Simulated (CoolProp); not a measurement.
1000 sccm (0 °C, 1 atm) of nitrogen bubbles through liquid methanol at 281.9 K and leaves saturated at a total pressure of 0.13 MPa (ideal gas phase). Each further row changes one setting.

Values from CoolProp's reference Helmholtz-energy equation of state, de Reuck 1993.

```tsv
case	vapour pressure (kPa)	mole fraction of vapour	delivery (mg/min)	delivery (sccm)	change of delivery for a bath 1 K warmer (%)
as stated	6.91	0.0532	80.3	56.2	6.4
bath temperature 286.9 K	9.23	0.0710	109	76.4	6.3
total pressure 0.26 MPa	6.91	0.0266	39.1	27.3	6.2
```
